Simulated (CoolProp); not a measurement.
CHF3 (R23) at several states: density (kg/m³) from the reference equation and from simpler models built on Tc = 299.3 K, pc = 48.32 bar, ω = 0.263; each cubic takes its own stable root.

Model: reference Helmholtz-energy equation of state, Penoncello 2003, in CoolProp.

```json
[
 {"T (K)": "343.7", "p (bar)": "31.3", "phase": "gas", "reference": "90.72", "Redlich-Kwong": "91.12", "Soave-Redlich-Kwong": "89.48"},
 {"T (K)": "174.8", "p (bar)": "1.67", "phase": "liquid", "reference": "1507", "Redlich-Kwong": "1249", "Soave-Redlich-Kwong": "1287"},
 {"T (K)": "451.2", "p (bar)": "22", "phase": "gas", "reference": "42.53", "Redlich-Kwong": "42.90", "Soave-Redlich-Kwong": "42.20"},
 {"T (K)": "411.3", "p (bar)": "2.45", "phase": "gas", "reference": "5.045", "Redlich-Kwong": "5.049", "Soave-Redlich-Kwong": "5.041"},
 {"T (K)": "245.5", "p (bar)": "55.3", "phase": "liquid", "reference": "1237", "Redlich-Kwong": "1005", "Soave-Redlich-Kwong": "1047"},
 {"T (K)": "322", "p (bar)": "49.1", "phase": "supercritical", "reference": "197.7", "Redlich-Kwong": "197.7", "Soave-Redlich-Kwong": "190.6"}
]
```
